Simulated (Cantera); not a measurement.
Input (Python, Cantera):

```python
import numpy as np
import cantera as ct

gas = ct.Solution("h2o2.yaml")
gas.TPX = 350, 11000, {'H2': 1, 'O2': 0.217, 'N2': 0.652}
flame = ct.FreeFlame(gas, width=0.19)
flame.set_refine_criteria(ratio=3, slope=0.08, curve=0.16)
flame.transport_model = "mixture-averaged"
flame.solve(loglevel=0, auto=True)
z, T = flame.grid, flame.T
thick = (T[-1] - T[0]) / np.gradient(T, z).max()
show = ['H2', 'O2', 'HO2', 'OH', 'H', 'O']
print(f"laminar burning velocity  {flame.velocity[0] * 100:.3f} cm/s")
print(f"burnt temperature         {T[-1]:.1f} K")
print(f"thermal thickness         {thick * 1e3:.4f} mm")
print(f"grid points               {len(z)}")
z0 = z[flame.heat_release_rate.argmax()]
print(f"{'z/mm':>9s}{'T/K':>9s}{'u/(m/s)':>9s}" + "".join(f"{s:>11s}" for s in show))
rows = []
for k in (-3, -2, -1.5, -1, -0.5, -0.25, 0, 0.25, 0.5, 1, 2, 4, 8):
    zz = z0 + k * thick
    rows.append([k * thick, np.interp(zz, z, T), np.interp(zz, z, flame.velocity),
                 *(np.interp(zz, z, flame.X[gas.species_index(s)]) for s in show)])
    print(f"{rows[-1][0] * 1e3:9.3f}{rows[-1][1]:9.1f}{rows[-1][2]:9.3f}" + "".join(f"{x:11.3e}" for x in rows[-1][3:]))
```

Output:

```
laminar burning velocity  320.970 cm/s
burnt temperature         2108.4 K
thermal thickness         6.7932 mm
grid points               150
     z/mm      T/K  u/(m/s)         H2         O2        HO2         OH          H          O
  -20.380    350.0    3.210  5.350e-01  1.161e-01  3.693e-16  1.196e-19  1.878e-19  3.657e-17
  -13.586    350.0    3.210  5.350e-01  1.161e-01  1.398e-13  2.947e-17  5.600e-17  9.011e-15
  -10.190    350.0    3.210  5.350e-01  1.161e-01  9.720e-12  1.212e-15  1.123e-14  3.697e-13
   -6.793    350.0    3.210  5.350e-01  1.161e-01  4.518e-09  4.616e-13  6.280e-11  7.609e-11
   -3.397    359.1    3.287  5.338e-01  1.162e-01  7.227e-05  2.453e-05  4.566e-05  2.247e-06
   -1.698    605.0    5.408  5.008e-01  1.103e-01  3.941e-05  4.166e-04  1.079e-02  1.391e-04
    0.000   1030.3    8.941  3.677e-01  6.524e-02  1.096e-05  1.211e-03  7.743e-02  2.978e-03
    1.698   1269.2   10.993  2.692e-01  7.061e-03  1.132e-06  1.743e-03  1.216e-01  1.749e-03
    3.397   1353.9   11.675  2.642e-01  7.069e-04  1.051e-07  1.831e-03  1.183e-01  8.238e-04
    6.793   1449.6   12.417  2.726e-01  3.280e-04  4.444e-08  2.266e-03  1.055e-01  7.775e-04
   13.586   1560.9   13.261  2.834e-01  2.877e-04  3.569e-08  2.705e-03  8.942e-02  7.204e-04
   27.173   1678.9   14.134  2.951e-01  2.222e-04  2.652e-08  2.967e-03  7.198e-02  5.836e-04
   54.345   1792.9   14.957  3.064e-01  1.481e-04  1.828e-08  2.923e-03  5.484e-02  4.061e-04
```

Computed with Cantera and the H2/O2 subset of GRI-Mech 3.0, which has no nitrogen chemistry. Burning velocities carry a grid error of a few per cent, more on coarse grids.
